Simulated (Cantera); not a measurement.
## Catalytic combustion on Pt

An isothermal plug-flow reactor at 1148 K and 21000 Pa (inlet), inlet velocity 0.75 m/s, active area per volume 110 1/m; feed CH4 : O2 : N2 : H2O = 0.0096 : 0.012 : 0.79 : 0.006 (molar parts), equivalence ratio 1.6.

Detailed kinetics in Cantera: Deutschmann's 1995 Pt surface mechanism with GRI-Mech 3.0 gas chemistry. Catalytic surfaces can have several steady states; this one follows from the mechanism file's or the stated starting coverage. Mass transfer to the wall is taken as infinitely fast.

| z (m) | x CH4 | x O2 | x H2O | x CO2 | x CO | θ free Pt | θ H* | θ O* | θ CO* | θ C* |
|---|---|---|---|---|---|---|---|---|---|---|
| 7.5e-05 | 0.0116 | 0.0144 | 0.00763 | 0.000126 | 1.95e-5 | 0.648 | 1.99e-6 | 0.352 | 1.71e-5 | 2.19e-7 |
| 0.00013 | 0.0115 | 0.0142 | 0.00784 | 0.000228 | 2.36e-5 | 0.650 | 2.03e-6 | 0.350 | 1.79e-5 | 2.20e-7 |
| 0.00024 | 0.0113 | 0.0138 | 0.00827 | 0.000438 | 2.55e-5 | 0.653 | 2.10e-6 | 0.347 | 1.83e-5 | 2.21e-7 |
| 0.00042 | 0.0109 | 0.0131 | 0.00895 | 0.000781 | 2.54e-5 | 0.658 | 2.21e-6 | 0.342 | 1.84e-5 | 2.21e-7 |
| 0.00075 | 0.0103 | 0.0118 | 0.0102 | 0.00140 | 2.48e-5 | 0.667 | 2.43e-6 | 0.332 | 1.85e-5 | 2.22e-7 |
| 0.0013 | 0.00931 | 0.00985 | 0.0122 | 0.00239 | 2.40e-5 | 0.687 | 2.84e-6 | 0.312 | 1.89e-5 | 2.27e-7 |
| 0.0024 | 0.00737 | 0.00600 | 0.0160 | 0.00432 | 2.49e-5 | 0.757 | 4.26e-6 | 0.242 | 2.41e-5 | 2.91e-7 |
| 0.0042 | 0.00357 | 0.000761 | 0.0215 | 0.00551 | 0.00260 | 0.990 | 0.000992 | 1.28e-5 | 0.00432 | 0.00491 |
| 0.0075 | 0.000845 | 1.18e-5 | 0.0201 | 0.00552 | 0.00527 | 0.985 | 0.00185 | 3.24e-6 | 0.00858 | 0.00456 |
x: gas mole fraction; θ: surface coverage.
